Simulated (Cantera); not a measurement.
A freely propagating, adiabatic, planar premixed flame of 5.42 % CH4, 5.10 % C2H6, 0.363 % C3H8, 23.5 % O2, 65.6 % N2, unburnt at 698 K and 0.770 bar; mixture-averaged transport, grid criteria slope 0.08 and curve 0.16, no radiation.

Model: GRI-Mech 3.0 (53 species, 325 reactions), integrated in Cantera. Burning velocities carry a grid error of a few per cent, more on coarse grids.

**Question.** Predict: laminar burning velocity; thermal thickness; peak x(CH2CO); peak x(CO); peak x(CH2).

**Answer.** 
```json
{
  "laminar_burning_velocity": "238 cm/s",
  "thermal_thickness": "0.295 mm",
  "peak x(CH2CO)": "0.00131",
  "peak x(CO)": "0.108",
  "peak x(CH2)": "0.000234"
}
```
